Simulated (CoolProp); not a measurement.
R1336mzz(E) at 340.36 K and 5.7 MPa is throttled through a valve to 2.03 MPa with no heat exchange. Each further row changes one setting.

The numbers come from the reference Helmholtz-energy equation of state, Akasaka 2023 in CoolProp.

```tsv
case	temperature change (K)	final phase	final density (kg/m³)
as stated	[?]	liquid	[?]
outlet pressure 0.609 MPa	[?]	[?]	[?]
outlet pressure 2.64 MPa	[?]	liquid	[?]
```

Question: Some entries are withheld; supply them.

Answer: 
- as stated, temperature change (K): -0.1
- as stated, final density (kg/m³): 1190
- outlet pressure 0.609 MPa, temperature change (K): -4.8
- outlet pressure 0.609 MPa, final phase: two-phase, vapour fraction 0.049
- outlet pressure 0.609 MPa, final density (kg/m³): 518
- outlet pressure 2.64 MPa, temperature change (K): -0.0
- outlet pressure 2.64 MPa, final density (kg/m³): 1200
